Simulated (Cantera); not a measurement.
An adiabatic, constant-volume homogeneous reactor starts with 4.67 % CH4, 1.26 % C2H6, 0.700 % C3H8, 17.3 % O2, 64.9 % N2, 11.2 % H2O, at 1625 K and 0.454 atm.

Cantera simulation using GRI-Mech 3.0 (53 species, 325 reactions); the numbers are that mechanism's predictions, not measurements.

One state of this run: T (K) = 2759; P (bar) = 0.837; x CH4 = <1e-12; x C2H6 = <1e-12; x C3H8 = <1e-12; x HCN = 1.10e-9; x H = 0.0129; x CO2 = 0.0452. x: mole fraction; the columns are a selection and need not sum to one.

**Question.** Which value of t (s) does it belong to?
A. 0.000135
B. 0.00316
C. 1.64e-5
D. 4.70e-5

**Answer.** B, 0.00316
